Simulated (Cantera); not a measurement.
An isothermal plug-flow reactor at 1250 K and 0.987 atm (inlet), inlet velocity 0.47 m/s, active area per volume 140 1/m; feed CH4 : O2 : N2 : H2O = 0.0042 : 0.037 : 0.79 : 0.07 (molar parts), equivalence ratio 0.23.

Computed with Cantera and Deutschmann's 1995 Pt surface mechanism with GRI-Mech 3.0 gas chemistry. Catalytic surfaces can have several steady states; this one follows from the mechanism file's or the stated starting coverage. Mass transfer to the wall is taken as infinitely fast.

Question: What does this change do: inlet velocity 0.47 to 1.6 m/s?

Answer: 
```csv
quantity,before,after
x(CH4) at z = 0.014 m,2.32e-5,0.00121
x(O2) at z = 0.014 m,0.0320,0.0349
x(H2O) at z = 0.014 m,0.0868,0.0840
x(CO2) at z = 0.014 m,0.00446,0.00293
x(CO) at z = 0.014 m,7.31e-7,7.83e-6
θ(free Pt) at the exit,0.554,0.549
θ(O*) at the exit,0.443,0.447
θ(OH*) at the exit,0.00323,0.00318
```
